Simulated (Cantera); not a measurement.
Roasting and sulfation: FeS2 + H2S + CO2

Feed: 1 mol FeS2, 1.1 mol H2S, 5.2 mol CO2, equilibrated at 1373 K and 570000 Pa.

Method: chemical equilibrium by Gibbs-energy minimisation in Cantera with the NASA 1993 tables (ideal gas, pure condensed phases). Candidate condensed phases: C, C6H6, C7H8, C8H18, Fe, Fe(CO)5, FeO, Fe(OH)2, Fe(OH)3, FeS, FeSO4, FeS2, Fe2O3, Fe2(SO4)3, Fe3O4, H2O, H2SO4, S; 127 gas species. FeS: taken at fixed stoichiometry. Kinetics and transport are ignored.

The x(CO2) comes out as 0.599, the x(CO) is 0.108 and the x(S2) is 0.105. The x(H2O) comes out as 0.0980 and the x(H2S) comes out as 0.0469. The x(COS) comes out as 0.0192, the x(SO2) is 0.0137 and the x(H2) comes out as 0.00854. The x(S2O) comes out as 0.00171. The n(FeS(s)) is 1.00 mol. The gas amount is 7.161 mol. The log10 activity of S(l) (absent) is -1.18 and the log10 activity of Fe(γ) (absent) is -2.75. The log10 activity of C(graphite) (absent) is -3.60.
